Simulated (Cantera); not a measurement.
## Ammonia decomposition in nitride growth gas

An isothermal, constant-pressure homogeneous reactor starts with NH3 : H2 = 1 : 1.5 (molar parts), at 2125 K and 12.8 Torr.

Computed with Cantera and the gas-phase N/H chemistry of the illustrative SiF4/NH3 mechanism in the Surface Chemkin manual (1991). Walls and surfaces, which speed up NH3 decomposition in real reactors, are not modelled.

```tsv
t (s)	x NH3	x H2	x N2H2	x N2	x H	x NH2
0.000300	0.400	0.600	1.06e-8	2.42e-8	5.23e-5	0.000105
0.000854	0.400	0.600	1.21e-7	1.31e-6	0.000147	0.000296
0.00243	0.399	0.600	1.43e-6	5.78e-5	0.000397	0.000796
0.00693	0.395	0.602	5.71e-6	0.00121	0.000684	0.00135
0.0197	0.381	0.611	5.82e-6	0.00611	0.000720	0.00135
0.0562	0.345	0.634	5.11e-6	0.0190	0.000770	0.00127
0.160	0.264	0.686	3.63e-6	0.0480	0.000905	0.00105
0.456	0.134	0.770	1.58e-6	0.0947	0.00125	0.000658
1.30	0.0252	0.839	2.39e-7	0.134	0.00234	0.000213
3.70	4.18e-5	0.843	1.00e-10	0.142	0.0157	2.35e-6
10.5	6.00e-7	0.833	<1e-12	0.141	0.0255	5.58e-8
30.0	1.49e-7	0.833	<1e-12	0.141	0.0256	1.39e-8
```
x: mole fraction; the columns are a selection and need not sum to one.

Equilibrium at this temperature and pressure: NH3 8.02e-8, H2 0.833, N2H2 <1e-12, N2 0.141, H 0.0256, NH2 7.46e-9 (gas phase only).
